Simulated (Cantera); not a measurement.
Charge: 1 mol Si₃N₄, 61 mol H₂, 70 mol N₂, 17 mol F₂, at 11.0 mbar.

Method: chemical equilibrium by Gibbs-energy minimisation in Cantera with the NASA 1993 tables (ideal gas, pure condensed phases). Candidate condensed phases: Si, Si₃N₄; 37 gas species. The tables' values for SiF₃, SiF₂ are old estimates; treat these amounts as uncertain. Kinetics and transport are ignored.

x: gas mole fraction; nothing condenses.

```csv
T (°C),x N₂,x H₂,x HF,x SiF₄,x SiF₃,x H
1152,0.490,0.340,0.150,0.0203,8.50e-5,…
1202,0.490,0.340,0.150,0.0202,0.000173,…
1252,0.490,0.340,0.150,0.0200,0.000333,…
1302,0.490,0.340,0.150,0.0197,0.000611,…
1352,0.489,0.339,0.151,0.0193,0.00106,…
1402,0.489,0.338,0.151,0.0185,0.00176,…
1452,0.489,0.337,0.153,0.0174,0.00274,…
```

Problem. What belongs in the gaps?

Solution. 
- 1152, x H: 3.79e-5
- 1202, x H: 7.21e-5
- 1252, x H: 0.000131
- 1302, x H: 0.000231
- 1352, x H: 0.000392
- 1402, x H: 0.000644
- 1452, x H: 0.00103
